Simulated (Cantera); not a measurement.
Cantera run:

```python
import numpy as np
import cantera as ct

gas_names = """
    I I2 N N2 Pb PbI PbI2 PbI4 Pb2
""".split()
cond_names = """
    I2(cr) I2(L) Pb(cr) Pb(L) PbI2(s) PbI2(L)
""".split()


# ... load() reads the species with a 1 bar reference pressure and builds the phases ...
atoms = {
    'PbI2': {'Pb': 1, 'I': 2},
    'N2': {'N': 2},
}
top_T = {}  # K; cautious upper limits of use, not melting points


# ... equilibrate(T, P, feed) seeds the gas with the atoms and calls Mixture.equilibrate('TP', solver="vcs", rtol=1e-11, max_steps=5000) ...
results = []
feed = {'PbI2': 1, 'N2': 41}  # mol
T = 1025  # K
P = 11  # Pa
mix = equilibrate(T, P, feed)
results.append((T, P, feed, dict(zip(mix.species_names, mix.species_moles))))
print(gas.report(threshold=0.0001))
for i in range(1, mix.n_phases):
    print(f"{mix.phase(i).name:16s} {mix.phase_moles(i):12.5e} mol")
```

It prints:

```
       temperature   1025 K
          pressure   11 Pa
           density   4.8526e-05 kg/m^3
  mean mol. weight   37.596 kg/kmol
   phase of matter   gas

                          1 kg             1 kmol
                     ---------------   ---------------
          enthalpy        6.9871e+05        2.6269e+07  J
   internal energy        4.7203e+05        1.7746e+07  J
           entropy            8215.5        3.0887e+05  J/K
    Gibbs function       -7.7221e+06       -2.9032e+08  J
 heat capacity c_p            872.69             32810  J/K
 heat capacity c_v            651.54             24495  J/K

                      mass frac. Y      mole frac. X     chem. pot. / RT
                     ---------------   ---------------   ---------------
                 I          0.064026          0.018968           -23.611
                N2           0.71358           0.95767           -34.084
                Pb          0.031396         0.0056968           -13.786
               PbI          0.068333         0.0076894           -37.397
              PbI2           0.12167         0.0099222           -61.008
     [   +4 minor]        0.00099326        5.7516e-05

I2(L)             0.00000e+00 mol
Pb(L)             0.00000e+00 mol
PbI2(L)           0.00000e+00 mol
```

Equilibrium computed with Cantera from the NASA thermochemical tables; the gas is ideal and each condensed phase is pure. The tables' values for PbI4 are old estimates; treat these amounts as uncertain.
